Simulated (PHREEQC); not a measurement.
A solution holds 2.1e-05 mol/kgw CdCl2, 5.2e-06 mol/kgw KCl and 8.2e-07 mol/kgw HCl, at 25 °C. Closed to the air; pH follows from the charge balance.

Model: ion-association model, phreeqc.dat, run in PHREEQC.

```yaml
pH: 6.08
ionic_strength: 6.89e-5 mol/kgw
```

```json
[
 {"species": "Cl-", "molality": "4.79e-5", "activity": "4.75e-5", "log γ": "-0.004"},
 {"species": "Cd+2", "molality": "2.09e-5", "activity": "2.01e-5", "log γ": "-0.017"},
 {"species": "K+", "molality": "5.20e-6", "activity": "5.15e-6", "log γ": "-0.004"},
 {"species": "H+", "molality": "8.35e-7", "activity": "8.27e-7", "log γ": "-0.004"},
 {"species": "CdCl+", "molality": "9.21e-8", "activity": "9.12e-8", "log γ": "-0.004"},
 {"species": "OH-", "molality": "1.24e-8", "activity": "1.23e-8", "log γ": "-0.004"},
 {"species": "CdOH+", "molality": "2.04e-9", "activity": "2.02e-9", "log γ": "-0.004"}
]
```

No solid was allowed to form.
